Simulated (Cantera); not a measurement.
What does this Cantera script print?

```python
import numpy as np
import cantera as ct

gas_names = """
    AL ALCL ALCL2 ALCL3 ALO ALOCL ALO2 AL2 AL2CL6 AL2O AL2O2 CL CLO CL2 O O2 O3
""".split()
cond_names = """
    AL(cr) AL(L) ALCL3(s) ALCL3(L) AL2O3(a) AL2O3(L)
""".split()


# ... load() reads the species with a 1 bar reference pressure and builds the phases ...
atoms = {
    'Al2O3': {'AL': 2, 'O': 3},
    'Cl2': {'CL': 2},
    'O2': {'O': 2},
}
top_T = {}  # K; cautious upper limits of use, not melting points


# ... equilibrate(T, P, feed) seeds the gas with the atoms and calls Mixture.equilibrate('TP', solver="vcs", rtol=1e-11, max_steps=5000) ...
results = []
feed = {'Al2O3': 1, 'Cl2': 8.4, 'O2': 0.18}  # mol
P = 1300  # Pa
for T in [1148, 1173, 1198, 1223, 1248, 1273, 1298, 1323, 1348, 1373]:
    mix = equilibrate(T, P, feed)
    results.append((T, P, feed, dict(zip(mix.species_names, mix.species_moles))))
    x = sorted(zip(gas.X, gas.species_names), reverse=True)
    print(f"T = {T:g} K  P = {P:g} Pa  gas = {mix.phase_moles(0):.4g} mol")
    print("   x: " + "  ".join(f"{s} {v:.3e}" for v, s in x if v > 0.0001))
    print("   condensed (mol): " + ("  ".join(f"{mix.phase(i).name} {mix.phase_moles(i):.4g}"
          for i in range(1, mix.n_phases) if mix.phase_moles(i) > 1e-12) or "none"))
```

Result:

```
T = 1148 K  P = 1300 Pa  gas = 8.68 mol
   x: CL2 9.562e-01  CL 2.299e-02  O2 2.077e-02
   condensed (mol): AL2O3(a) 0.9998
T = 1173 K  P = 1300 Pa  gas = 8.712 mol
   x: CL2 9.489e-01  CL 3.026e-02  O2 2.072e-02
   condensed (mol): AL2O3(a) 0.9996
T = 1198 K  P = 1300 Pa  gas = 8.753 mol
   x: CL2 9.398e-01  CL 3.935e-02  O2 2.066e-02  ALCL3 1.442e-04
   condensed (mol): AL2O3(a) 0.9994
T = 1223 K  P = 1300 Pa  gas = 8.803 mol
   x: CL2 9.286e-01  CL 5.056e-02  O2 2.061e-02  ALCL3 2.351e-04
   condensed (mol): AL2O3(a) 0.999
T = 1248 K  P = 1300 Pa  gas = 8.865 mol
   x: CL2 9.148e-01  CL 6.421e-02  O2 2.056e-02  ALCL3 3.738e-04
   condensed (mol): AL2O3(a) 0.9983
T = 1273 K  P = 1300 Pa  gas = 8.942 mol
   x: CL2 8.982e-01  CL 8.064e-02  O2 2.054e-02  ALCL3 5.793e-04
   condensed (mol): AL2O3(a) 0.9974
T = 1298 K  P = 1300 Pa  gas = 9.034 mol
   x: CL2 8.784e-01  CL 1.002e-01  O2 2.055e-02  ALCL3 8.751e-04
   condensed (mol): AL2O3(a) 0.996
T = 1323 K  P = 1300 Pa  gas = 9.146 mol
   x: CL2 8.550e-01  CL 1.231e-01  O2 2.062e-02  ALCL3 1.288e-03
   condensed (mol): AL2O3(a) 0.9941
T = 1348 K  P = 1300 Pa  gas = 9.278 mol
   x: CL2 8.277e-01  CL 1.496e-01  O2 2.075e-02  ALCL3 1.845e-03
   condensed (mol): AL2O3(a) 0.9914
T = 1373 K  P = 1300 Pa  gas = 9.435 mol
   x: CL2 7.964e-01  CL 1.800e-01  O2 2.096e-02  ALCL3 2.570e-03
   condensed (mol): AL2O3(a) 0.9879
```

These are equilibrium values from Cantera (NASA tables, ideal gas, pure condensed phases), not measurements of a reactor.
